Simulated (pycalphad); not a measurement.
Computed with pycalphad from the COST 507 light-alloy database (1999), at 1 atm. These are 1990s assessments: newer ones move some temperatures and phases. Diffusion is slow at the low end, where real alloys seldom reach equilibrium.

Molar enthalpy of Si-4.736Cu (wt.%) in equilibrium (SER reference):

```tsv
T (°C)	H (kJ/mol)	phases
1577	89.54	liquid
1502	87.49	liquid
1452	86.13	liquid
1427	85.45	liquid
1352	42.89	diamond (Si) + liquid
1277	35.88	diamond (Si) + liquid
1202	32.15	diamond (Si) + liquid
1127	29.22	diamond (Si) + liquid
1052	26.66	diamond (Si) + liquid
977	24.32	diamond (Si) + liquid
902	22.12	diamond (Si) + liquid
827	20.01	diamond (Si) + liquid
777	18.37	diamond (Si) + CU19SI6_ETA
752	17.71	diamond (Si) + CU19SI6_ETA
677	15.74	diamond (Si) + CU19SI6_ETA
602	13.79	diamond (Si) + CU19SI6_ETA
527	11.87	diamond (Si) + CU19SI6_ETA
452	9.98	diamond (Si) + CU19SI6_ETA
377	8.12	diamond (Si) + CU19SI6_ETA
302	6.30	diamond (Si) + CU19SI6_ETA
227	4.52	diamond (Si) + CU19SI6_ETA
```

Cooling from 1427 °C to 777 °C, across the freezing range, releases 67.1 kJ/mol, or 2330 J/g. The slope is 27 J/(mol K) in the liquid and 27 J/(mol K) just below the solidus, where it includes any heat of precipitation. Liquidus 1403 °C, solidus 801 °C. Changes were sought between steps of 25 K, so a narrower field can be missed.

Database names, with the compositions (at.%) that they take in these runs: CU19SI6_ETA: Cu 76 Si 24.
